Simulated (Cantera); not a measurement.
Cantera run, input and output.

```python
import numpy as np
import cantera as ct

surf = ct.Interface("diamond.yaml", "diamond_100")
gas, bulk = surf.adjacent["gas"], surf.adjacent["diamond"]
k = surf.kinetics_species_index(bulk.species_names[0])
cover = ["c6HH", "c6H*", "c6*H", "c6**", "c6HM", "c6B"]

rows, drift = [], 0.0
print(f"{'xCH3':>10s}{'um/h':>11s}" + "".join(f"{s:>11s}" for s in cover))
for v in [1e-06, 2.2e-06, 4.8e-06, 1e-05, 2.3e-05, 5e-05, 0.00011, 0.00024, 0.00052]:
    T, P, xH, xCH3 = 1048, 28000, 0.00099, v
    gas.TPX = T, P, {"H": xH, "CH3": xCH3, "CH4": 0.0082, "H2": 1 - xH - xCH3 - 0.0082}
    surf.TP = bulk.TP = T, P
    surf.coverages = "c6H*:0.1, c6HH:0.9"
    surf.advance_coverages(100.0)
    before = surf.coverages
    surf.advance_coverages(100.0)
    drift = max(drift, np.max(np.abs(surf.coverages - before) / (surf.coverages + 1e-9)))
    rate = surf.net_production_rates[k] * bulk.mean_molecular_weight / bulk.density * 3.6e9
    rows.append([rate, *surf[cover].coverages])
    print(f"{v:10.4g}{rate:11.4e}" + "".join(f"{x:11.3e}" for x in rows[-1][1:]))
```

Result:

```
      xCH3       um/h       c6HH       c6H*       c6*H       c6**       c6HM        c6B
     1e-06 1.5778e-01  5.605e-01  2.253e-02  4.043e-01  1.205e-02  3.923e-04  4.281e-10
   2.2e-06 3.4684e-01  5.602e-01  2.251e-02  4.040e-01  1.204e-02  8.623e-04  9.412e-10
   4.8e-06 7.5545e-01  5.594e-01  2.248e-02  4.034e-01  1.201e-02  1.878e-03  2.050e-09
     1e-05 1.5685e+00  5.578e-01  2.241e-02  4.022e-01  1.196e-02  3.900e-03  4.256e-09
   2.3e-05 3.5771e+00  5.539e-01  2.224e-02  3.992e-01  1.184e-02  8.894e-03  9.707e-09
     5e-05 7.6423e+00  5.459e-01  2.191e-02  3.932e-01  1.159e-02  1.900e-02  2.074e-08
   0.00011 1.6194e+01  5.292e-01  2.120e-02  3.805e-01  1.107e-02  4.028e-02  4.394e-08
   0.00024 3.2727e+01  4.969e-01  1.983e-02  3.558e-01  1.006e-02  8.146e-02  8.881e-08
   0.00052 6.1236e+01  4.410e-01  1.746e-02  3.133e-01  8.358e-03  1.526e-01  1.662e-07
```

Detailed kinetics in Cantera: the Harris–Goodwin 1993 mechanism for the reconstructed diamond (100) surface.
